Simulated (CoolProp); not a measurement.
CH2F2 (R32) along the isotherm 122.65 °C: density (kg/m³) from the reference equation and from simpler models built on Tc = 78.1 °C, pc = 5.783 MPa, ω = 0.277; each cubic takes its own stable root.

Values from CoolProp's reference Helmholtz-energy equation of state, Tillner-Roth 1997.

```tsv
p (MPa)	phase	reference	ideal gas	van der Waals	Redlich-Kwong	Soave-Redlich-Kwong	Peng-Robinson
3.61	gas	68.59	57.07	67.65	68.17	67.04	68.57
7.23	supercritical	179.6	114.3	185.4	179.5	167.8	175.8
10.8	supercritical	381.7	170.7	364.6	358.7	314.8	335.2
14.5	supercritical	565.0	229.2	431.6	471.7	432.6	467.3
18.1	supercritical	654.6	286.1	467.5	533.5	501.4	546.1
21.7	supercritical	710.9	343.0	492.7	576.8	549.3	601.1
25.3	supercritical	751.8	400.0	512.2	610.2	586.1	643.2
28.9	supercritical	784.1	456.9	528.1	637.6	615.9	677.3
```
